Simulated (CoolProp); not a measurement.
The numbers come from the reference Helmholtz-energy equation of state, Thol 2015 in CoolProp.

Give the vapour pressure (MPa), liquid density (kg/m³), enthalpy of vaporisation (kJ/kg), liquid cp (kJ/(kg K)) of saturated 1,2-dichloroethane at 36.55, 65.15, 79.45 °C.


```
T (°C)  p (MPa)  liquid density (kg/m³)  enthalpy of vaporisation (kJ/kg)  liquid cp (kJ/(kg K))
------  -------  ----------------------  --------------------------------  ---------------------
36.55    0.0178                    1230                               349                   1.31
65.15    0.0549                    1190                               334                   1.34
79.45    0.0891                    1160                               327                   1.36
```
